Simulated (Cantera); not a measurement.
An adiabatic, constant-volume homogeneous reactor starts with 3.47 % CH₄, 0.625 % CO, 20.2 % O₂, 75.7 % N₂, equivalence ratio 0.36, at 1725 K and 101000 Pa.

Detailed kinetics in Cantera: GRI-Mech 3.0 (53 species, 325 reactions).

Q: Predict: time of steepest temperature rise; temperature at 0.200 s; equilibrium temperature; x(CO) at 0.200 s; x(O₂) at 0.200 s; x(NO) at 0.200 s; x(O) at 0.200 s.

A: 
```json
{
  "time_of_steepest_temperature_rise": "0.161 ms",
  "temperature at 0.200 s": "2523 K",
  "equilibrium_temperature": "2523 K",
  "x(CO) at 0.200 s": "0.00370 (gas-phase equilibrium 0.00370)",
  "x(O₂) at 0.200 s": "0.118 (gas-phase equilibrium 0.118)",
  "x(NO) at 0.200 s": "0.0175 (gas-phase equilibrium 0.0175)",
  "x(O) at 0.200 s": "0.00458 (gas-phase equilibrium 0.00458)"
}
```
